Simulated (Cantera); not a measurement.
Mixture: CH4 : H2 : O2 : N2 = 1 : 0.88 : 4.69 : 13.1 (molar parts), equivalence ratio 0.52, at 5.00 bar, adiabatic and at constant volume. Ignition delay is the time to a rise of 400 K.

Model: GRI-Mech 3.0 (53 species, 325 reactions), integrated in Cantera.

Q: Predict: delay at 1223 K; delay at 1323 K; delay at 1423 K; delay at 1523 K; apparent activation energy between 1473 and 1573 K.

A: 
- delay at 1223 K: 0.166 ms
- delay at 1323 K: 69.7 µs
- delay at 1423 K: 35.2 µs
- delay at 1523 K: 19.8 µs
- apparent activation energy between 1473 and 1573 K: 100 kJ/mol
